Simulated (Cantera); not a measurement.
Charge: 1 mol SiC, 2.9 mol N2O, 940 mol N2, held at 0.900 bar.

Method: chemical equilibrium by Gibbs-energy minimisation in Cantera with the NASA 1993 tables (ideal gas, pure condensed phases). Candidate condensed phases: C, Si, SiC, SiO2, Si2N2O, Si3N4; 34 gas species. Mutual solubility and eutectic melting of coexisting phases are not modelled. The tables hold silica as quartz up to 1696 K and as liquid above; real silica turns to tridymite and cristobalite and melts near 1996 K. Rates play no part.

log p: log10 of the partial pressure in bar; n: condensed amount in mol.

| T (K) | log p N2 | log p CO | log p SiO | log p CO2 | log p NO | log p SiO2 | log p O | n SiO2(β-quartz) | n Si2N2O(s) | n SiO2(condensed) | n SiO2(l) |
|---|---|---|---|---|---|---|---|---|---|---|---|
| 1375 | -0.05 | -3.02 | -7.23 | -6.59 | <-12 | <-12 | <-12 | 0.933 | 0.0334 | 0 | 0 |
| 1425 | -0.05 | -3.02 | -6.56 | -6.58 | <-12 | <-12 | <-12 | 0.933 | 0.0333 | 0 | 0 |
| 1475 | -0.05 | -3.02 | -5.93 | -6.57 | -11.62 | -12.02 | <-12 | 0.933 | 0.0330 | 0 | 0 |
| 1525 | -0.05 | -3.02 | (withheld) | -6.56 | (withheld) | -11.33 | <-12 | 0.932 | 0.0319 | 0 | 0 |
| 1575 | -0.05 | -3.02 | -4.81 | -6.55 | -10.76 | -10.69 | <-12 | 0.928 | 0.0280 | 0 | 0 |
| 1625 | -0.05 | -3.02 | -4.30 | -6.54 | -10.38 | -10.09 | <-12 | 0.915 | 0.0158 | 0 | 0 |
| 1675 | -0.05 | -3.02 | -4.02 | (withheld) | (withheld) | -9.52 | <-12 | 0.900 | 0 | 0 | 0 |
| 1725 | -0.05 | -3.02 | -4.01 | -5.88 | -9.02 | -8.99 | -11.13 | 0 | 0 | 0.899 | 0 |
| 1775 | -0.05 | -3.02 | -4.01 | -5.46 | -8.29 | -8.50 | -10.26 | 0 | 0 | 0.896 | 0 |
| 1825 | -0.05 | -3.02 | -3.98 | -5.08 | -7.61 | -8.03 | -9.45 | 0 | 0 | 0.891 | 0 |
| 1875 | -0.05 | -3.03 | -3.95 | -4.75 | -6.99 | -7.59 | -8.70 | 0 | 0 | 0.881 | 0 |
| 1925 | -0.05 | -3.04 | -3.88 | -4.46 | -6.42 | -7.18 | -8.02 | 0 | 0 | 0.863 | 0 |
| 1975 | -0.05 | -3.05 | -3.80 | -4.21 | -5.91 | -6.78 | -7.39 | 0 | 0 | 0.834 | 0 |
| 2025 | -0.05 | -3.07 | -3.70 | -4.01 | -5.45 | -6.41 | -6.82 | 0 | 0 | 0 | 0.793 |

Question: Complete the blanks.

Answer: 
- 1525, log p SiO: -5.35
- 1525, log p NO: -11.18
- 1675, log p CO2: -6.33
- 1675, log p NO: -9.81
